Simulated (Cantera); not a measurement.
Feed: 1 mol toluene, 1.8 mol H2O, equilibrated at 2473.15 K and 1330 Pa.

Cantera equilibrium calculation (NASA polynomials, part measured and part estimated; ideal gas, pure solids and liquids). Candidate condensed phases: C, C6H6, C7H8, C8H18, H2O; 110 gas species. The numbers say what is thermodynamically allowed, not how fast it happens.

Base state: H2 0.623, CO 0.219, H 0.152, C2H2 (acetylene) 0.00601, C2H 9.97e-5, C3 2.44e-5, C4H2 2.39e-5 (mole fractions); condensed: C(graphite).

What changes in the equilibrium state with this change: pressure from 1330 Pa to 830000 Pa?


```tsv
species	before	after
H2	0.623	0.749
CO	0.219	0.236
C2H2 (acetylene)	0.00601	0.00723
H	0.152	0.00670
C2H4	3.99e-8	3.59e-5
CH4	8.10e-7	0.000730
H2O	4.72e-8	3.82e-5
C3	2.44e-5	3.93e-8
C(graphite), mol	5.10	5.08
```

What changes in the equilibrium state with this change: temperature from 2473.15 K to 850 K?


```
species            before   after
----------------  -------  ------
H2                  0.623   0.763
CO                  0.219   0.205
H2O               4.72e-8  0.0147
H                   0.152   <1e-9
CO2               2.71e-9  0.0121
C2H2 (acetylene)  0.00601   <1e-9
C2H               9.97e-5   <1e-9
C3                2.44e-5   <1e-9
C(graphite), mol     5.10    5.36
```
